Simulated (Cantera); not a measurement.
A perfectly stirred reactor is fed with 6.88 % H₂, 20.2 % O₂, 72.9 % N₂, equivalence ratio 0.17, at 26.3 Torr; it is held at 1125 K, and followed from long to short residence time.

Detailed kinetics in Cantera: GRI-Mech 3.0 (53 species, 325 reactions). Radical loss at walls, strong at low pressure, is not modelled. The temperature is held fixed by assumption; the heat of reaction is taken as removed at once.

x: mole fraction; the columns are a selection and need not sum to one.

```json
[
 {"τ (s)": "30", "x H₂": "3.57e-5", "x O₂": "0.174", "x H₂O": "0.0712", "x N₂O": "4.97e-8", "x OH": "0.000151", "x NO₂": "1.59e-10"},
 {"τ (s)": "11", "x H₂": "6.85e-5", "x O₂": "0.174", "x H₂O": "0.0711", "x N₂O": "4.29e-8", "x OH": "0.000212", "x NO₂": "9.11e-11"},
 {"τ (s)": "3.9", "x H₂": "0.000134", "x O₂": "0.174", "x H₂O": "0.0709", "x N₂O": "3.56e-8", "x OH": "0.000301", "x NO₂": "6.14e-11"},
 {"τ (s)": "1.4", "x H₂": "0.000255", "x O₂": "0.174", "x H₂O": "0.0707", "x N₂O": "2.86e-8", "x OH": "0.000425", "x NO₂": "5.12e-11"},
 {"τ (s)": "0.50", "x H₂": "0.000484", "x O₂": "0.173", "x H₂O": "0.0702", "x N₂O": "2.23e-8", "x OH": "0.000605", "x NO₂": "4.75e-11"},
 {"τ (s)": "0.18", "x H₂": "(withheld)", "x O₂": "0.173", "x H₂O": "0.0693", "x N₂O": "(withheld)", "x OH": "(withheld)", "x NO₂": "4.50e-11"},
 {"τ (s)": "0.065", "x H₂": "(withheld)", "x O₂": "0.173", "x H₂O": "0.0674", "x N₂O": "(withheld)", "x OH": "(withheld)", "x NO₂": "4.16e-11"},
 {"τ (s)": "0.023", "x H₂": "0.00298", "x O₂": "0.172", "x H₂O": "0.0637", "x N₂O": "8.96e-9", "x OH": "0.00166", "x NO₂": "3.57e-11"},
 {"τ (s)": "0.0084", "x H₂": "0.00515", "x O₂": "0.171", "x H₂O": "0.0578", "x N₂O": "6.39e-9", "x OH": "0.00215", "x NO₂": "2.55e-11"},
 {"τ (s)": "0.0030", "x H₂": "0.00903", "x O₂": "0.172", "x H₂O": "0.0498", "x N₂O": "4.22e-9", "x OH": "0.00263", "x NO₂": "1.27e-11"},
 {"τ (s)": "0.0011", "x H₂": "0.0166", "x O₂": "0.176", "x H₂O": "0.0403", "x N₂O": "2.31e-9", "x OH": "0.00296", "x NO₂": "4.14e-12"}
]
```

**Question.** Complete the blanks.

**Answer.** 
- 0.18, x H₂: 0.000901
- 0.18, x N₂O: 1.68e-8
- 0.18, x OH: 0.000857
- 0.065, x H₂: 0.00165
- 0.065, x N₂O: 1.24e-8
- 0.065, x OH: 0.00120
